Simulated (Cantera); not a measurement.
Mixture: CH4 : H2 : O2 : N2 = 1 : 0.059 : 1.45 : 5.45 (molar parts), at 1.01 bar, adiabatic and at constant volume. Ignition delay is the time to a rise of 400 K.

Detailed kinetics in Cantera: GRI-Mech 3.0 (53 species, 325 reactions).

**Question.** What does this change do: pressure from 1.01 bar to 0.520 bar?

**Answer.** 
```csv
quantity,before,after
delay at 1200 K,26.9 ms,46.1 ms
delay at 1400 K,2.57 ms,4.16 ms
delay at 1600 K,0.386 ms,0.663 ms
delay at 1800 K,94.9 µs,0.174 ms
delay at 2000 K,32.6 µs,61.6 µs
apparent activation energy between 1900 and 2100 K,160 kJ/mol,150 kJ/mol
```

**Question.** What does this change do: constant pressure in place of constant volume?

**Answer.** 
```json
[
 {"quantity": "delay at 1200 K", "before": "26.9 ms", "after": "28.9 ms"},
 {"quantity": "delay at 1400 K", "before": "2.57 ms", "after": "2.78 ms"},
 {"quantity": "delay at 1600 K", "before": "0.386 ms", "after": "0.413 ms"},
 {"quantity": "delay at 1800 K", "before": "94.9 µs", "after": "0.102 ms"},
 {"quantity": "delay at 2000 K", "before": "32.6 µs", "after": "35.4 µs"},
 {"quantity": "apparent activation energy between 1900 and 2100 K", "before": "160 kJ/mol", "after": "150 kJ/mol"}
]
```
